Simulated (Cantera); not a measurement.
**Hydrocarbon pyrolysis for carbon deposition**

An isothermal, constant-pressure homogeneous reactor starts with 26.3 % CH4, 73.7 % H2, at 1725 K and 150 Torr.

Computed with Cantera and GRI-Mech 3.0 (53 species, 325 reactions). GRI-Mech 3.0 stops at C3 and has no aromatics, soot or wall deposition, so with more carbon than oxygen in the feed, carbon stays in small species such as C2H2 where larger ones or solid carbon would form.

| t (s) | x CH4 | x H2 | x C2H2 | x CH3 | x H |
|---|---|---|---|---|---|
| 2.00e-5 | 0.263 | 0.737 | 1.04e-11 | 5.63e-5 | 8.47e-6 |
| 6.59e-5 | 0.263 | 0.737 | 1.93e-9 | 0.000186 | 2.64e-5 |
| 0.000217 | 0.262 | 0.737 | 3.92e-7 | 0.000581 | 8.16e-5 |
| 0.000717 | 0.260 | 0.738 | 7.13e-5 | 0.00141 | 0.000199 |
| 0.00236 | 0.248 | 0.744 | 0.00268 | 0.00168 | 0.000251 |
| 0.00779 | 0.214 | 0.765 | 0.0164 | 0.00147 | 0.000263 |
| 0.0257 | 0.146 | 0.807 | 0.0447 | 0.00105 | 0.000291 |
| 0.0847 | 0.0680 | 0.854 | 0.0763 | 0.000538 | 0.000335 |
| 0.279 | 0.0231 | 0.881 | 0.0943 | 0.000198 | 0.000375 |
| 0.920 | 0.00812 | 0.890 | 0.100 | 7.23e-5 | 0.000392 |
| 3.03 | 0.00557 | 0.892 | 0.101 | 5.00e-5 | 0.000395 |
| 10.0 | 0.00554 | 0.892 | 0.101 | 4.96e-5 | 0.000395 |
x: mole fraction; the columns are a selection and need not sum to one.

Equilibrium at this temperature and pressure: CH4 0.00554, H2 0.892, C2H2 0.101, CH3 4.96e-5, H 0.000395 (gas phase only).
